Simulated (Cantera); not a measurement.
Source: NASA polynomial tables (part measured, part estimated), evaluated in Cantera. Values are per mole of reaction as written; species without (g) are pure solids or liquids, kept so even where they would boil at 1 bar.

3 SiO(g) ⇌ 3 Si + O₃(g), with ΔH° = 443.1 kJ and ΔS° = -339.2 J/K at 300 K.

Task: How far is the shortcut ΔG° ≈ ΔH°(300 K) − T·ΔS°(300 K) from the full temperature-dependent value at 873, 973, 1073, 1173, 1273, 1373, 1473 K?

Result: 
```json
[
 {"T (K)": "873", "shortcut (kJ)": "739.2", "full (kJ)": "732.7", "difference (kJ)": "6.5", "difference in log10 K": "-0.39"},
 {"T (K)": "973", "shortcut (kJ)": "773.1", "full (kJ)": "764.3", "difference (kJ)": "8.9", "difference in log10 K": "-0.48"},
 {"T (K)": "1073", "shortcut (kJ)": "807.1", "full (kJ)": "795.6", "difference (kJ)": "11.5", "difference in log10 K": "-0.56"},
 {"T (K)": "1173", "shortcut (kJ)": "841.0", "full (kJ)": "826.6", "difference (kJ)": "14.4", "difference in log10 K": "-0.64"},
 {"T (K)": "1273", "shortcut (kJ)": "874.9", "full (kJ)": "857.4", "difference (kJ)": "17.5", "difference in log10 K": "-0.72"},
 {"T (K)": "1373", "shortcut (kJ)": "908.8", "full (kJ)": "887.9", "difference (kJ)": "20.9", "difference in log10 K": "-0.80"},
 {"T (K)": "1473", "shortcut (kJ)": "942.8", "full (kJ)": "918.2", "difference (kJ)": "24.5", "difference in log10 K": "-0.87"}
]
```
The shortcut ignores the heat-capacity change of the reaction.
